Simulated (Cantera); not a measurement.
An isothermal, constant-pressure homogeneous reactor starts with 45.5 % NH3, 54.5 % N2, at 2323 K and 1.28 atm.

Cantera simulation using the gas-phase N/H chemistry of the illustrative SiF4/NH3 mechanism in the Surface Chemkin manual (1991); the numbers are that mechanism's predictions, not measurements. Walls and surfaces, which speed up NH3 decomposition in real reactors, are not modelled.

One state of this run: x NH3 = 0.310; x H = 0.000357; x N2 = 0.540; x NH2 = 0.00234; x NH = 7.75e-5; x N = 5.47e-6. x: mole fraction; the columns are a selection and need not sum to one.

Task: Which value of t (s) does it belong to?
A. 0.000492
B. 0.199
C. 6.65e-5
D. 0.00364

Result: A, 0.000492
